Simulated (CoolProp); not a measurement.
Vapour-liquid equilibrium of R1234yf (1) + R152A (2) at 1.4 bar; x and y are mole fractions of (1).

Values from CoolProp's multi-fluid Helmholtz-energy mixture model, Lemmon 2022 and Outcalt 1996; pair parameters Bell 2023.

Problem. Give the bubble temperature and the first vapour's composition at x = 0.05, 0.5, 0.725. Is there an azeotrope?

Solution. x = 0.05: 255.8 K, y = 0.081; x = 0.5: 252.0 K, y = 0.545; x = 0.725: 251.4 K, y = 0.738. y crosses x between x = 0.875 and 0.95: the model has an azeotrope there.

Pair parameters are fitted to limited data, so mixtures are less certain than the pure fluids.
